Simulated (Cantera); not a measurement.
A Cantera script and its output.

```python
import numpy as np
import cantera as ct

gas = ct.Solution("h2o2.yaml")
gas.TPX = 1800, 470000, {'H2': 1, 'O2': 0.617, 'N2': 4.94}
reactor = ct.IdealGasReactor(gas, energy="on", clone=False)
net = ct.ReactorNet([reactor])
net.rtol, net.atol = 1e-08, 1e-16
show = ['H2', 'O2', 'H', 'OH', 'HO2']
times = np.geomspace(2e-06, 3, 10)

steps = ct.SolutionArray(gas, extra=["t"])
rows = []
print(f"{'t/s':>10s}{'T/K':>9s}{'P/Pa':>11s}" + "".join(f"{s:>11s}" for s in show))
for t in times:
    while net.time < t:
        t_next = net.step()
        steps.append(gas.state, t=t_next)
    rows.append([np.interp(t, steps.t, y) for y in (steps.T, steps.P, *steps(*show).X.T)])
    print(f"{t:10.3e}{rows[-1][0]:9.1f}{rows[-1][1]:11.4g}" + "".join(f"{x:11.3e}" for x in rows[-1][2:]))
rate = np.gradient(steps.T, steps.t)
print("integrator steps:", len(steps.t))
if steps.T.max() > steps.T[0] + 200:
    print(f"time of steepest temperature rise: {steps.t[rate.argmax()]:.4e} s")
gas.TPX = 1800, 470000, {'H2': 1, 'O2': 0.617, 'N2': 4.94}
gas.equilibrate("UV")
print(f"equilibrium (UV): T = {gas.T:.1f} K  " + "  ".join(f"{s} {gas[s].X[0]:.3e}" for s in show))
```

Result:

```
       t/s      T/K       P/Pa         H2         O2          H         OH        HO2
 2.000e-06   1868.0  4.864e+05  8.191e-02  6.132e-02  3.527e-02  8.633e-03  6.481e-05
 9.711e-06   2676.5  6.626e+05  1.802e-02  2.198e-02  1.084e-02  1.926e-02  1.210e-05
 4.715e-05   2860.8  6.999e+05  1.062e-02  1.958e-02  3.966e-03  1.573e-02  1.063e-05
 2.289e-04   2861.0  6.999e+05  1.061e-02  1.958e-02  3.960e-03  1.572e-02  1.063e-05
 1.112e-03   2861.0  6.999e+05  1.061e-02  1.958e-02  3.960e-03  1.572e-02  1.063e-05
 5.397e-03   2861.0  6.999e+05  1.061e-02  1.958e-02  3.960e-03  1.572e-02  1.063e-05
 2.621e-02   2861.0  6.999e+05  1.061e-02  1.958e-02  3.960e-03  1.572e-02  1.063e-05
 1.272e-01   2861.0  6.999e+05  1.061e-02  1.958e-02  3.960e-03  1.572e-02  1.063e-05
 6.179e-01   2861.0  6.999e+05  1.061e-02  1.958e-02  3.960e-03  1.572e-02  1.063e-05
 3.000e+00   2861.0  6.999e+05  1.061e-02  1.958e-02  3.960e-03  1.572e-02  1.063e-05
integrator steps: 994
time of steepest temperature rise: 2.1777e-06 s
equilibrium (UV): T = 2861.0 K  H2 1.061e-02  O2 1.958e-02  H 3.960e-03  OH 1.572e-02  HO2 1.063e-05
```

Model: the H2/O2 subset of GRI-Mech 3.0, which has no nitrogen chemistry, integrated in Cantera. The hydrogen kinetics of GRI-Mech 3.0 are dated; newer H2 mechanisms differ, most at raised pressure.
